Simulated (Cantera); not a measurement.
Charge: 1 mol SiCl₄, 0.16 mol C₂H₂, 200 mol H₂, 0.34 mol C₂H₄, at 2300 Pa.

Method: chemical equilibrium by Gibbs-energy minimisation in Cantera with the NASA 1993 tables (ideal gas, pure condensed phases). Candidate condensed phases: C, C₆H₆, C₇H₈, C₈H₁₈, Si, SiC; 109 gas species. The tables' values for SiCl are old estimates; treat these amounts as uncertain. Gases not in the tables: Si₂H₆ and higher silanes. Kinetics and transport are ignored.

**Question.** At 2298 K, list the 7 most abundant gas species with their mole fractions, and the condensed phases.

**Answer.** H₂ 0.914, H 0.0604, HCl 0.0180, Si 0.00379, C₂H₂ (acetylene) 0.00202, Cl 0.000855, SiC₂ 0.000268. Condensed: gas only.
